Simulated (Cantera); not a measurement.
A Cantera script and its output.

```python
import numpy as np
import cantera as ct

gas = ct.Solution("gri30.yaml")
gas.TPX = 1598, 160000, {'CH4': 1, 'CO2': 1.7, 'H2': 1.9}
reactor = ct.IdealGasConstPressureReactor(gas, energy="off", clone=False)
net = ct.ReactorNet([reactor])
net.rtol, net.atol = 1e-08, 1e-18
show = ['CH4', 'CO2', 'H2', 'CO', 'CH2O', 'C2H6']
times = np.geomspace(0.0002, 20, 14)

steps = ct.SolutionArray(gas, extra=["t"])
rows = []
print(f"{'t/s':>10s}{'T/K':>9s}{'P/Pa':>11s}" + "".join(f"{s:>11s}" for s in show))
for t in times:
    while net.time < t:
        t_next = net.step()
        steps.append(gas.state, t=t_next)
    rows.append([np.interp(t, steps.t, y) for y in (steps.T, steps.P, *steps(*show).X.T)])
    print(f"{t:10.3e}{rows[-1][0]:9.1f}{rows[-1][1]:11.4g}" + "".join(f"{x:11.3e}" for x in rows[-1][2:]))
rate = np.gradient(steps.T, steps.t)
print("integrator steps:", len(steps.t))
if steps.T.max() > steps.T[0] + 200:
    print(f"time of steepest temperature rise: {steps.t[rate.argmax()]:.4e} s")
gas.TPX = 1598, 160000, {'CH4': 1, 'CO2': 1.7, 'H2': 1.9}
gas.equilibrate("TP")
print(f"equilibrium (TP): T = {gas.T:.1f} K  " + "  ".join(f"{s} {gas[s].X[0]:.3e}" for s in show))
```

Output:

```
       t/s      T/K       P/Pa        CH4        CO2         H2         CO       CH2O       C2H6
 2.000e-04   1598.0    1.6e+05  2.170e-01  3.691e-01  4.127e-01  4.658e-04  7.817e-07  7.024e-05
 4.849e-04   1598.0    1.6e+05  2.165e-01  3.679e-01  4.120e-01  1.512e-03  1.595e-06  1.507e-04
 1.176e-03   1598.0    1.6e+05  2.153e-01  3.650e-01  4.101e-01  4.281e-03  1.862e-06  1.846e-04
 2.850e-03   1598.0    1.6e+05  2.124e-01  3.576e-01  4.058e-01  1.098e-02  1.870e-06  1.852e-04
 6.910e-03   1598.0    1.6e+05  2.053e-01  3.401e-01  3.966e-01  2.651e-02  1.854e-06  1.803e-04
 1.675e-02   1598.0    1.6e+05  1.890e-01  3.017e-01  3.776e-01  6.023e-02  1.806e-06  1.662e-04
 4.062e-02   1598.0    1.6e+05  1.557e-01  2.291e-01  3.453e-01  1.231e-01  1.678e-06  1.332e-04
 9.848e-02   1598.0    1.6e+05  1.034e-01  1.326e-01  3.132e-01  2.052e-01  1.362e-06  7.610e-05
 2.388e-01   1598.0    1.6e+05  5.569e-02  7.263e-02  3.188e-01  2.558e-01  8.525e-07  2.837e-05
 5.789e-01   1598.0    1.6e+05  3.591e-02  5.860e-02  3.508e-01  2.768e-01  5.206e-07  1.402e-05
 1.403e+00   1598.0    1.6e+05  3.059e-02  4.964e-02  3.856e-01  3.054e-01  3.491e-07  9.956e-06
 3.403e+00   1598.0    1.6e+05  2.458e-02  3.941e-02  4.261e-01  3.383e-01  2.353e-07  6.035e-06
 8.249e+00   1598.0    1.6e+05  1.647e-02  3.047e-02  4.632e-01  3.653e-01  1.758e-07  2.568e-06
 2.000e+01   1598.0    1.6e+05  8.220e-03  2.485e-02  4.888e-01  3.804e-01  1.499e-07  6.150e-07
integrator steps: 1297
equilibrium (TP): T = 1598.0 K  CH4 2.174e-06  CO2 2.158e-02  H2 5.064e-01  CO 3.875e-01  CH2O 1.349e-07  C2H6 4.550e-14
```

Detailed kinetics in Cantera: GRI-Mech 3.0 (53 species, 325 reactions).
